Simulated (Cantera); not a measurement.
A freely propagating, adiabatic, planar premixed flame of C3H8 : O2 : N2 = 1 : 3.85 : 19.2 (molar parts), unburnt at 550 K and 1.48 atm; mixture-averaged transport, grid criteria slope 0.08 and curve 0.16, no radiation.

Computed with Cantera and GRI-Mech 3.0 (53 species, 325 reactions). GRI-Mech 3.0 was tuned for natural gas; its chemistry of propane as a main component is partial and can be far from experiment. Burning velocities carry a grid error of a few per cent, more on coarse grids.

Q: How do the results move with these cheaper or finer settings: unity-Lewis-number transport; multicomponent transport; multicomponent+Soret transport; grid criteria slope 0.5, curve 1; grid criteria slope 0.25, curve 0.5; grid criteria slope 0.03, curve 0.06?

A: 
```json
[
 {"setting": "as above", "laminar burning velocity": "64.7 cm/s", "thermal thickness": "0.283 mm", "peak x(H2O2)": "1.60e-5", "peak x(C2H4)": "0.0105", "grid points": "149"},
 {"setting": "unity-Lewis-number transport", "laminar burning velocity": "40.0 cm/s", "thermal thickness": "0.390 mm", "peak x(H2O2)": "3.90e-6", "peak x(C2H4)": "0.00588", "grid points": "153"},
 {"setting": "multicomponent transport", "laminar burning velocity": "64.6 cm/s", "thermal thickness": "0.287 mm", "peak x(H2O2)": "1.58e-5", "peak x(C2H4)": "0.0106", "grid points": "149"},
 {"setting": "multicomponent+Soret transport", "laminar burning velocity": "64.0 cm/s", "thermal thickness": "0.285 mm", "peak x(H2O2)": "1.56e-5", "peak x(C2H4)": "0.0106", "grid points": "149"},
 {"setting": "grid criteria slope 0.5, curve 1", "laminar burning velocity": "74.7 cm/s", "thermal thickness": "0.304 mm", "peak x(H2O2)": "1.74e-5", "peak x(C2H4)": "0.0104", "grid points": "38"},
 {"setting": "grid criteria slope 0.25, curve 0.5", "laminar burning velocity": "67.1 cm/s", "thermal thickness": "0.292 mm", "peak x(H2O2)": "1.66e-5", "peak x(C2H4)": "0.0105", "grid points": "59"},
 {"setting": "grid criteria slope 0.03, curve 0.06", "laminar burning velocity": "63.8 cm/s", "thermal thickness": "0.280 mm", "peak x(H2O2)": "1.59e-5", "peak x(C2H4)": "0.0106", "grid points": "337"}
]
```
The base run took about 6 core-seconds (a rough figure).
Unity Lewis numbers drop preferential diffusion, which matters most where H2 and H carry the flame; Soret adds thermal diffusion.
